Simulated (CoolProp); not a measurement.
Vapour-liquid equilibrium of R125 (1) + propane (2) at 8.51 bar; x and y are mole fractions of (1).

Model: multi-fluid Helmholtz-energy mixture model, Lemmon 2005 and Lemmon 2009; pair parameters Bell 2016, in CoolProp.

Q: Give the bubble temperature and the first vapour's composition at x = 0.5, 0.65, 0.8. Is there an azeotrope?

A: x = 0.5: 274.5 K, y = 0.569; x = 0.65: 274.3 K, y = 0.633; x = 0.8: 275.2 K, y = 0.727. y crosses x between x = 0.5 and 0.65: the model has an azeotrope there.

The pair parameters rest on a limited set of measurements; away from them the model extrapolates.
